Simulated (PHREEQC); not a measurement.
Solution (63 °C): 0.036 mol HF, 0.091 mol (CH3)4NF and 0.046 mol (NH4)2SiF6 per kg of water. Closed to the air; pH follows from the charge balance.

Computed with PHREEQC (ion-association model, phreeqc.dat).

Each row changes one thing in this solution. This is a speciation only: nothing precipitates in the calculation.

```csv
case,pH,ionic strength (mol/kgw),F- (mol/kgw),HF (mol/kgw),HF2- (mol/kgw)
as made,3.79,0.229,0.0818,0.0264,0.00938
(NH4)2SiF6 left out,3.85,0.0912,0.0817,0.0264,(withheld)
(CH3)4NF left out,(withheld),0.142,0.00397,0.0310,0.000537
temperature from 63 to 50 °C,3.69,0.229,0.0820,0.0265,0.00929
(CH3)4NF from 0.091 to 0.0182 mol/kgw,3.05,0.157,0.0169,0.0325,0.00240
diluted 10-fold with water,3.79,(withheld),0.00950,(withheld),(withheld)
```

Task: What belongs in the gaps?

Result: 
- (NH4)2SiF6 left out, HF2- (mol/kgw): 0.00945
- (CH3)4NF left out, pH: 2.44
- diluted 10-fold with water, ionic strength (mol/kgw): 0.0229
- diluted 10-fold with water, HF (mol/kgw): 0.00401
- diluted 10-fold with water, HF2- (mol/kgw): 0.000168

(CH3)4N+ isn't in the database: it is added as a free cation with an ion size of 4 Å. Constants without temperature data keep their 25 °C values here. SiF6-2 is the database's only silicon fluoride.
